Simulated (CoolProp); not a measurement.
Propylene at 293.15 K and 0.189 MPa is compressed adiabatically to 0.918 MPa with isentropic efficiency 0.8. Each further row changes one setting.

Values from CoolProp's reference Helmholtz-energy equation of state, Lemmon 2013.

```
case             work (kJ/kg)  final temperature (K)  final density (kg/m³)
---------------  ------------  ---------------------  ---------------------
as stated                 121                  372.3                   13.4
efficiency 1             96.7                  359.5                   14.0
efficiency 0.65           149                  386.8                   12.8
```
